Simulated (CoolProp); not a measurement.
Computed with CoolProp (reference Helmholtz-energy equation of state, Penoncello 2003).

### Question
Give the vapour pressure (kPa), liquid cp (kJ/(kg K)), liquid conductivity (mW/(m K)) of saturated CHF3 (R23) at -93.95, -28.45 °C.

### Answer
```tsv
T (°C)	p (kPa)	liquid cp (kJ/(kg K))	liquid conductivity (mW/(m K))
-93.95	48.2	1.22	146
-28.45	1060	1.44	97.1
```

Thermal conductivity comes from a separate model (Shan 2000).
